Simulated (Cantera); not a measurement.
**Dilute partial oxidation**

An isothermal, constant-pressure homogeneous reactor starts with 2.13 % CH₂O, 0.834 % O₂, 97.0 % N₂, equivalence ratio 2.6, at 1223 K and 760 Torr.

Cantera simulation using GRI-Mech 3.0 (53 species, 325 reactions); the numbers are that mechanism's predictions, not measurements.

```json
[
 {"t (s)": "3.00e-5", "x CH₂O": "0.0213", "x O₂": "0.00834", "x CO₂": "<1e-12", "x CH₂": "<1e-12", "x CH₄": "<1e-12", "x OH": "5.28e-10"},
 {"t (s)": "0.000107", "x CH₂O": "0.0213", "x O₂": "0.00834", "x CO₂": "8.56e-11", "x CH₂": "<1e-12", "x CH₄": "<1e-12", "x OH": "5.90e-9"},
 {"t (s)": "0.000382", "x CH₂O": "0.0210", "x O₂": "0.00821", "x CO₂": "9.30e-8", "x CH₂": "1.07e-11", "x CH₄": "2.78e-10", "x OH": "1.80e-7"},
 {"t (s)": "0.00136", "x CH₂O": "0.00124", "x O₂": "0.00402", "x CO₂": "0.000333", "x CH₂": "5.33e-10", "x CH₄": "1.09e-7", "x OH": "8.56e-6"},
 {"t (s)": "0.00486", "x CH₂O": "1.11e-9", "x O₂": "8.28e-7", "x CO₂": "0.00504", "x CH₂": "<1e-12", "x CH₄": "8.93e-10", "x OH": "1.01e-5"},
 {"t (s)": "0.0173", "x CH₂O": "3.37e-10", "x O₂": "1.92e-8", "x CO₂": "0.00601", "x CH₂": "<1e-12", "x CH₄": "5.42e-10", "x OH": "1.68e-6"},
 {"t (s)": "0.0618", "x CH₂O": "1.47e-10", "x O₂": "1.02e-9", "x CO₂": "0.00646", "x CH₂": "<1e-12", "x CH₄": "4.34e-10", "x OH": "3.95e-7"},
 {"t (s)": "0.220", "x CH₂O": "9.80e-11", "x O₂": "6.74e-11", "x CO₂": "0.00673", "x CH₂": "<1e-12", "x CH₄": "3.99e-10", "x OH": "1.03e-7"},
 {"t (s)": "0.786", "x CH₂O": "8.50e-11", "x O₂": "4.77e-12", "x CO₂": "0.00691", "x CH₂": "<1e-12", "x CH₄": "3.90e-10", "x OH": "2.79e-8"},
 {"t (s)": "2.80", "x CH₂O": "8.15e-11", "x O₂": "<1e-12", "x CO₂": "0.00703", "x CH₂": "<1e-12", "x CH₄": "3.87e-10", "x OH": "7.87e-9"},
 {"t (s)": "10.0", "x CH₂O": "8.06e-11", "x O₂": "<1e-12", "x CO₂": "0.00711", "x CH₂": "<1e-12", "x CH₄": "3.87e-10", "x OH": "2.28e-9"}
]
```
x: mole fraction; the columns are a selection and need not sum to one.

Equilibrium at this temperature and pressure: CH₂O 8.04e-11, O₂ <1e-12, CO₂ 0.00729, CH₂ <1e-12, CH₄ 6.75e-10, OH 2.28e-10 (gas phase only).
